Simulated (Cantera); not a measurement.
Feed: 1 mol Al, 1.6 mol HCl, 0.43 mol H₂, at 975 K and 13.3 mbar.

Cantera equilibrium calculation (NASA polynomials, part measured and part estimated; ideal gas, pure solids and liquids). Candidate condensed phases: Al, AlCl₃; 12 gas species. The tables' values for AlCl₂ are old estimates; treat these amounts as uncertain. The numbers say what is thermodynamically allowed, not how fast it happens.

Base state: H₂ 0.676, AlCl₃ 0.274, AlCl 0.0417, AlCl₂ 0.00816, Al₂Cl₆ 0.000142, HCl 7.42e-5 (mole fractions); condensed: Al(l).

### Question
What changes in the equilibrium state with this change: temperature from 975 K to 450 K?

### Answer
| species | before | after |
|---|---|---|
| H₂ | 0.676 | 0.821 |
| Al₂Cl₆ | 0.000142 | 0.177 |
| AlCl₃ | 0.274 | 0.00161 |
| AlCl | 0.0417 | <1e-9 |
| AlCl₂ | 0.00816 | <1e-9 |
| HCl | 7.42e-5 | <1e-9 |
| Al(l), mol | 0.411 | 0 |
| Al(s), mol | 0 | 0.467 |
